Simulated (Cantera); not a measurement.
A closed system holds: 1 mol HBr, 2.3 mol O₂, equilibrated at 3248 K and 1000 Pa.

These are equilibrium values from Cantera (NASA tables, ideal gas, pure condensed phases), not measurements of a reactor. Candidate condensed phases: Br₂, H₂O; 12 gas species. The numbers say what is thermodynamically allowed, not how fast it happens.

Base state: O 0.615, Br 0.163, H 0.143, O₂ 0.0612, OH 0.0145, H₂ 0.00202, H₂O 0.000515, HBr 0.000485 (mole fractions); condensed: gas only.

**Question.** What changes in the equilibrium state with this change: HBr replaced by HCl?

**Answer.** 
```json
[
 {"species": "O", "before": "0.615", "after": "0.616"},
 {"species": "Cl", "before": "0", "after": "0.161"},
 {"species": "H", "before": "0.143", "after": "0.141"},
 {"species": "Br", "before": "0.163", "after": "0"},
 {"species": "HCl", "before": "0", "after": "0.00332"},
 {"species": "OH", "before": "0.0145", "after": "0.0143"},
 {"species": "O₂", "before": "0.0612", "after": "0.0615"},
 {"species": "HBr", "before": "0.000485", "after": "0"},
 {"species": "ClO", "before": "0", "after": "3.29e-5"},
 {"species": "H₂", "before": "0.00202", "after": "0.00196"},
 {"species": "H₂O", "before": "0.000515", "after": "0.000502"}
]
```

**Question.** What changes in the equilibrium state with this change: temperature from 3248 K to 2698 K?

**Answer.** 
| species | before | after |
|---|---|---|
| O₂ | 0.0612 | 0.374 |
| Br | 0.163 | 0.228 |
| O | 0.615 | 0.219 |
| H | 0.143 | 0.0575 |
| H₂O | 0.000515 | 0.0439 |
| H₂ | 0.00202 | 0.0104 |
| OH | 0.0145 | 0.0621 |
| HBr | 0.000485 | 0.00513 |

**Question.** What changes in the equilibrium state with this change: O₂ from 2.3 to 0.16 mol?

**Answer.** 
```
species    before     after
-------  --------  --------
Br          0.163     0.441
H           0.143     0.400
O           0.615     0.128
O₂         0.0612   0.00265
H₂        0.00202    0.0157
OH         0.0145   0.00840
HBr      0.000485   0.00366
H₂O      0.000515  0.000832
```
